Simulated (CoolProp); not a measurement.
A simple Rankine cycle with n-perfluorohexane: condensing at 290.15 K, boiler at 1.23 MPa, turbine inlet 434.8 K, turbine efficiency 0.85, pump efficiency 0.7, no recuperator. Each further row changes one setting.

Values from CoolProp's reference Helmholtz-energy equation of state, Gao 2022.

| case | thermal efficiency (%) | net work (kJ/kg) | heat in (kJ/kg) | turbine exit temperature (K) | volume ratio over the turbine |
|---|---|---|---|---|---|
| as stated | 14.5 | 30.3 | 209 | 385.8 | 87.2 |
| condensing temperature 282.15 K | 15.3 | 33.4 | 217 | 382.4 | 128 |
| boiler pressure 0.861 MPa | 13.5 | 29.3 | 216 | 394.6 | 49.5 |
| turbine efficiency 0.75 | 12.7 | 26.6 | 209 | 389.7 | 88.1 |
